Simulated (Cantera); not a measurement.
What does this Cantera script print?

```python
import numpy as np
import cantera as ct

gas_names = """
    CL CL2 H HCL H2 Si SiCL SiCL2 SiCL3 SiCL4 SiH SiHCL3 SiH2 SiH2CL2 SiH3 SiH3CL SiH4 Si2 Si3
""".split()
cond_names = """
    Si(cr) Si(L)
""".split()


def load(file, names, dense=False):
    # The tables refer to 1 bar. Condensed volumes are neglected.
    table = {s.name: s for s in ct.Species.list_from_file(file)}
    out = []
    for n in names:
        d = dict(table[n].input_data)
        d["thermo"] = dict(d["thermo"], **{"reference-pressure": 1e5})
        if dense:
            d["equation-of-state"] = {"model": "constant-volume", "density": "1e6 g/cm^3"}
        out.append(ct.Species.from_dict(d))
    return out


gas = ct.Solution(thermo="ideal-gas", species=load("nasa_gas.yaml", gas_names))
cond = {s.name: ct.Solution(thermo="fixed-stoichiometry", species=[s], name=s.name)
        for s in load("nasa_condensed.yaml", cond_names, dense=True)}
atoms = {
    'SiCl4': {'Si': 1, 'CL': 4},
    'HCl': {'H': 1, 'CL': 1},
    'H2': {'H': 2},
}
top_T = {}  # K; cautious upper limits of use, not melting points


def equilibrate(T, P, feed):
    n = {}
    for name, mol in feed.items():
        for a, k in atoms[name].items():
            n[a] = n.get(a, 0.0) + k * mol
    gas.TPX = T, P, n
    mass = sum(n.values()) * gas.mean_molecular_weight
    gas.equilibrate("TP")
    valid = [c for c in cond.values() if c.min_temp <= T <= top_T.get(c.name, c.max_temp)]
    mix = ct.Mixture([(gas, mass / gas.mean_molecular_weight)] + [(c, 0.0) for c in valid])
    mix.T, mix.P = T, P
    mix.equilibrate("TP", solver="vcs", rtol=1e-11, max_steps=5000)
    return mix


results = []
feed = {'SiCl4': 1, 'HCl': 1.7, 'H2': 2}  # mol
P = 200000  # Pa
for T in [600, 700, 800, 900, 1000, 1100, 1200]:
    mix = equilibrate(T, P, feed)
    results.append((T, P, feed, dict(zip(mix.species_names, mix.species_moles))))

top = {s: max(r[3][s] / sum(r[3][g] for g in gas_names) for r in results) for s in gas_names}
cols = sorted((s for s in top if top[s] > 0.0001), key=lambda s: -top[s])[:5]
seen = [c for c in cond_names if any(r[3].get(c, 0) > 1e-12 for r in results)]
print("log10 of partial pressures in bar; condensed amounts in mol")
print(f"{'T/K':>10s}" + "".join(f"{s[:9]:>10s}" for s in cols + seen))
for T, P, feed, n in results:
    ng = sum(n[g] for g in gas_names)
    print(f"{T:10.4g}" + "".join(f"{np.log10(max(n[s] / ng * P / 1e5, 1e-99)):10.3f}" for s in cols)
          + "".join(f"{n.get(c, 0):10.4g}" for c in seen))
```

Result:

```
log10 of partial pressures in bar; condensed amounts in mol
       T/K        H2       HCL     SiCL4    SiHCL3     SiCL3
       600    -0.070    -0.141    -0.371    -4.861   -10.325
       700    -0.070    -0.141    -0.371    -3.990    -8.117
       800    -0.070    -0.140    -0.372    -3.345    -6.470
       900    -0.071    -0.140    -0.373    -2.850    -5.196
      1000    -0.072    -0.139    -0.375    -2.460    -4.184
      1100    -0.074    -0.136    -0.379    -2.148    -3.364
      1200    -0.077    -0.132    -0.387    -1.898    -2.691
```

Equilibrium computed with Cantera from the NASA thermochemical tables; the gas is ideal and each condensed phase is pure. The tables' values for SiCl3 are old estimates; treat these amounts as uncertain.
